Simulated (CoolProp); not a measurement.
The fluid at 462.77 K and 1.35 MPa expands adiabatically to 0.149 MPa with isentropic efficiency 0.7. The same conditions are run with several fluids, on thermodynamics alone (safety and materials aside).

Computed with CoolProp (reference Helmholtz-energy equation of state of each fluid (ammonia: Gao 2020; R124: de Vries 1995; R123: Younglove 1994; CF4 (R14): Platzer 1990; nitrous oxide: Lemmon 2006)). The equations of Platzer and Polt are older, rougher fits.

```
fluid          work (kJ/kg)  final temperature (K)  final density (kg/m³)
-------------  ------------  ---------------------  ---------------------
ammonia                 271                  336.1                  0.917
R124                      …                      …                      …
R123                      …                  409.0                   6.84
CF4 (R14)              59.4                  390.4                      …
nitrous oxide             …                      …                      …
```

Fill in the missing entries.


- R124, work (kJ/kg): 38.6
- R124, final temperature (K): 412.9
- R124, final density (kg/m³): 6.00
- R123, work (kJ/kg): 33.3
- CF4 (R14), final density (kg/m³): 4.05
- nitrous oxide, work (kJ/kg): 108
- nitrous oxide, final temperature (K): 347.0
- nitrous oxide, final density (kg/m³): 2.28
